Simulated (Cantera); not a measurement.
# Dilute partial oxidation

An isothermal, constant-pressure homogeneous reactor starts with CH₄ : O₂ : N₂ = 0.023 : 0.041 : 1 (molar parts), equivalence ratio 1.1, at 1475 K and 3080 Torr.

Detailed kinetics in Cantera: GRI-Mech 3.0 (53 species, 325 reactions). The temperature is held fixed by assumption; the heat of reaction is taken as removed at once.

```json
[
 {"t (s)": "4.00e-5", "x CH₄": "0.0216", "x O₂": "0.0385", "x OH": "7.61e-9", "x O": "3.47e-9", "x H": "6.79e-9"},
 {"t (s)": "0.000124", "x CH₄": "0.0216", "x O₂": "0.0385", "x OH": "2.15e-8", "x O": "8.97e-9", "x H": "1.28e-8"},
 {"t (s)": "0.000386", "x CH₄": "0.0215", "x O₂": "0.0385", "x OH": "6.00e-8", "x O": "2.55e-8", "x H": "3.42e-8"},
 {"t (s)": "0.00120", "x CH₄": "0.0211", "x O₂": "0.0383", "x OH": "1.71e-7", "x O": "6.77e-8", "x H": "1.33e-7"},
 {"t (s)": "0.00372", "x CH₄": "0.0106", "x O₂": "0.0298", "x OH": "8.36e-6", "x O": "3.43e-6", "x H": "1.51e-5"},
 {"t (s)": "0.0116", "x CH₄": "<1e-12", "x O₂": "1.72e-7", "x OH": "4.82e-6", "x O": "2.03e-8", "x H": "2.14e-5"},
 {"t (s)": "0.0359", "x CH₄": "<1e-12", "x O₂": "8.47e-9", "x OH": "1.01e-6", "x O": "8.82e-10", "x H": "4.50e-6"},
 {"t (s)": "0.111", "x CH₄": "<1e-12", "x O₂": "7.37e-10", "x OH": "3.01e-7", "x O": "7.90e-11", "x H": "1.35e-6"},
 {"t (s)": "0.346", "x CH₄": "<1e-12", "x O₂": "8.85e-11", "x OH": "1.34e-7", "x O": "1.58e-11", "x H": "6.00e-7"},
 {"t (s)": "1.07", "x CH₄": "<1e-12", "x O₂": "4.29e-11", "x OH": "1.11e-7", "x O": "1.08e-11", "x H": "4.96e-7"},
 {"t (s)": "3.34", "x CH₄": "<1e-12", "x O₂": "3.81e-11", "x OH": "1.05e-7", "x O": "9.58e-12", "x H": "4.68e-7"},
 {"t (s)": "10.4", "x CH₄": "<1e-12", "x O₂": "3.38e-11", "x OH": "9.85e-8", "x O": "8.44e-12", "x H": "4.40e-7"},
 {"t (s)": "32.2", "x CH₄": "<1e-12", "x O₂": "3.27e-11", "x OH": "9.69e-8", "x O": "8.17e-12", "x H": "4.33e-7"},
 {"t (s)": "100", "x CH₄": "1.06e-12", "x O₂": "3.27e-11", "x OH": "9.69e-8", "x O": "8.16e-12", "x H": "4.33e-7"}
]
```
x: mole fraction; the columns are a selection and need not sum to one.

Equilibrium at this temperature and pressure: CH₄ 1.14e-12, O₂ 3.27e-11, OH 9.69e-8, O 8.16e-12, H 4.33e-7 (gas phase only).
